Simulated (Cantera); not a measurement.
## Hydrocarbon pyrolysis for carbon deposition

An isothermal, constant-pressure homogeneous reactor starts with CH4 : N2 = 1 : 1.8 (molar parts), at 1250 K and 101000 Pa.

Cantera simulation using GRI-Mech 3.0 (53 species, 325 reactions); the numbers are that mechanism's predictions, not measurements. GRI-Mech 3.0 stops at C3 and has no aromatics, soot or wall deposition, so with more carbon than oxygen in the feed, carbon stays in small species such as C2H2 where larger ones or solid carbon would form.

| t (s) | x CH4 | x CH3 | x H2 | x HCN | x C2H6 | x C2H2 |
|---|---|---|---|---|---|---|
| 9.00e-6 | 0.357 | 5.11e-9 | 2.51e-9 | <1e-12 | <1e-12 | <1e-12 |
| 2.97e-5 | 0.357 | 1.71e-8 | 8.50e-9 | <1e-12 | <1e-12 | <1e-12 |
| 9.82e-5 | 0.357 | 5.66e-8 | 2.83e-8 | <1e-12 | 5.23e-12 | <1e-12 |
| 0.000324 | 0.357 | 1.87e-7 | 9.36e-8 | <1e-12 | 1.87e-10 | <1e-12 |
| 0.00107 | 0.357 | 6.06e-7 | 3.10e-7 | <1e-12 | 6.57e-9 | <1e-12 |
| 0.00353 | 0.357 | 1.67e-6 | 1.04e-6 | <1e-12 | 1.89e-7 | <1e-12 |
| 0.0117 | 0.357 | 2.43e-6 | 3.55e-6 | <1e-12 | 2.16e-6 | 4.69e-11 |
| 0.0385 | 0.357 | 2.58e-6 | 1.20e-5 | <1e-12 | 9.78e-6 | 1.08e-9 |
| 0.127 | 0.357 | 2.95e-6 | 4.15e-5 | <1e-12 | 3.41e-5 | 2.17e-8 |
| 0.420 | 0.357 | 3.82e-6 | 0.000155 | <1e-12 | 0.000103 | 6.24e-7 |
| 1.39 | 0.356 | 4.93e-6 | 0.000698 | <1e-12 | 0.000218 | 2.20e-5 |
| 4.58 | 0.353 | 5.14e-6 | 0.00323 | <1e-12 | 0.000243 | 0.000427 |
| 15.1 | 0.344 | 4.76e-6 | 0.0129 | <1e-12 | 0.000202 | 0.00322 |
| 50.0 | 0.318 | 4.07e-6 | 0.0407 | <1e-12 | 0.000139 | 0.0112 |
x: mole fraction; the columns are a selection and need not sum to one.

Equilibrium at this temperature and pressure: CH4 0.201, CH3 4.71e-6, H2 0.160, HCN 0.0406, C2H6 0.000262, C2H2 0.0205 (gas phase only).
